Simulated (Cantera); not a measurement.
Ignition delay

Mixture: 8.64 % CH4, 12.1 % H2, 15.5 % O2, 63.7 % N2, equivalence ratio 1.5, at 31000 Pa, adiabatic and at constant volume. Ignition delay is the time to a rise of 400 K.

Detailed kinetics in Cantera: GRI-Mech 3.0 (53 species, 325 reactions).

```json
[
 {"T0 (K)": "1100", "delay (ms)": "4.29"},
 {"T0 (K)": "1200", "delay (ms)": "1.77"},
 {"T0 (K)": "1300", "delay (ms)": "0.854"},
 {"T0 (K)": "1400", "delay (ms)": "0.469"},
 {"T0 (K)": "1500", "delay (ms)": "0.284"},
 {"T0 (K)": "1600", "delay (ms)": "0.183"},
 {"T0 (K)": "1700", "delay (ms)": "0.124"},
 {"T0 (K)": "1800", "delay (ms)": "0.0864"}
]
```

| Item | Value |
|---|---|
| apparent activation energy between 1600 and 1800 K | 90 kJ/mol |
